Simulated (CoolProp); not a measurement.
Values from CoolProp's reference Helmholtz-energy equation of state, Span 2003. It is a short technical equation, of lower accuracy than the large ones.

Problem. Give the vapour pressure (kPa), vapour density (kg/m³), surface tension (mN/m), liquid viscosity (µPa s) of saturated n-heptane at 121.55, 213.65, 236.65 °C.

Solution. 
```
T (°C)  p (kPa)  vapour density (kg/m³)  surface tension (mN/m)  liquid viscosity (µPa s)
------  -------  ----------------------  ----------------------  ------------------------
121.55      191                    6.36                    10.6                       164
213.65     1230                    44.2                    3.02                      78.6
236.65     1760                    71.4                    1.48                      62.2
```

Viscosity comes from a separate model (Michailidou 2014). Surface tension comes from a separate correlation (Mulero 2012).
